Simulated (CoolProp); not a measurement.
Saturation properties of ethylene.

Values from CoolProp's reference Helmholtz-energy equation of state, Smukala 2000.

```tsv
T (°C)	p (MPa)	vapour density (kg/m³)	liquid cp (kJ/(kg K))
-116.65	0.04423	0.9713	2.405
-108.95	0.07389	1.560	2.410
-101.15	0.1179	2.402	2.422
-93.45	0.1790	3.538	2.440
-85.75	0.2618	5.041	2.466
-77.95	0.3722	7.015	2.502
-70.25	0.5121	9.497	2.547
-62.45	0.6899	12.66	2.607
-54.75	0.9061	16.54	2.682
-47.05	1.168	21.34	2.779
-39.25	1.485	27.35	2.909
-31.55	1.855	34.74	3.084
```

It boils at -103.8 °C under 1 atm.
